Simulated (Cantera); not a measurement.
# Gas-phase reforming

A perfectly stirred reactor is fed with 25.3 % CH4, 70.8 % H2O, 2.78 % H2, 1.19 % N2, at 1.00 atm; it is held at 1975 K, and followed from long to short residence time.

Detailed kinetics in Cantera: GRI-Mech 3.0 (53 species, 325 reactions).

| τ (s) | x CH4 | x H2O | x H2 | x CH2O | x C2H | x OH | x C2H4 |
|---|---|---|---|---|---|---|---|
| 0.57 | 0.00300 | 0.291 | 0.532 | 6.55e-7 | 2.48e-8 | 5.11e-5 | 5.00e-6 |
| 0.31 | 0.00460 | 0.296 | 0.526 | 1.02e-6 | 5.76e-8 | 5.23e-5 | 1.16e-5 |
| 0.17 | 0.00675 | 0.305 | 0.518 | 1.56e-6 | 1.21e-7 | 5.42e-5 | 2.44e-5 |
| 0.095 | 0.00946 | 0.318 | 0.507 | 2.33e-6 | 2.28e-7 | 5.71e-5 | 4.60e-5 |
| 0.052 | 0.0130 | 0.338 | 0.489 | 3.53e-6 | 4.03e-7 | 6.16e-5 | 8.21e-5 |
| 0.029 | 0.0172 | 0.363 | 0.467 | 5.31e-6 | 6.43e-7 | 6.76e-5 | 0.000134 |
| 0.016 | 0.0223 | 0.395 | 0.438 | 8.05e-6 | 9.53e-7 | 7.54e-5 | 0.000210 |
| 0.0088 | 0.0287 | 0.432 | 0.405 | 1.22e-5 | 1.31e-6 | 8.47e-5 | 0.000319 |
| 0.0048 | 0.0367 | 0.471 | 0.369 | 1.84e-5 | 1.66e-6 | 9.49e-5 | 0.000483 |
x: mole fraction; the columns are a selection and need not sum to one.
